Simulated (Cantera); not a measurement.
A closed system holds: 1 mol TEOS, 1.1 mol NO, 0.71 mol H₂, held at 727 °C and 10000 Pa.

Cantera equilibrium calculation (NASA polynomials, part measured and part estimated; ideal gas, pure solids and liquids). Candidate condensed phases: C, C₆H₆, C₇H₈, C₈H₁₈, H₂O, Si, SiC, SiO₂, Si₂N₂O, Si₃N₄; 151 gas species. The feed counts by its element totals alone. The numbers say what is thermodynamically allowed, not how fast it happens.

Question: What is the equilibrium state?

Answer: x(H₂): 0.740
x(CO): 0.208
x(N₂): 0.0388
x(H₂O): 0.00608
x(CH₄): 0.00522
x(CO₂): 0.00245
x(NH₃): 7.30e-6
n(C(graphite)): 4.95 mol
n(SiO₂(β-quartz)): 1.00 mol
gas amount: 14.17 mol
log10 activity of Si(s) (absent): -13.85
